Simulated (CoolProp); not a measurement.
Vapour-liquid equilibrium of CHF3 (R23) (1) + CH2F2 (R32) (2) at 0.542 MPa; x and y are mole fractions of (1).

Model: multi-fluid Helmholtz-energy mixture model, Penoncello 2003 and Tillner-Roth 1997; pair parameters Bell 2016, in CoolProp.

**Question.** Give the bubble temperature and the first vapour's composition at x = 0.05, 0.25, 0.65. Is there an azeotrope?

**Answer.** x = 0.05: -15.0 °C, y = 0.132; x = 0.25: -25.0 °C, y = 0.508; x = 0.65: -38.8 °C, y = 0.860. No azeotrope shows between x = 0.05 and 0.95.

Pair parameters are fitted to limited data, so mixtures are less certain than the pure fluids.
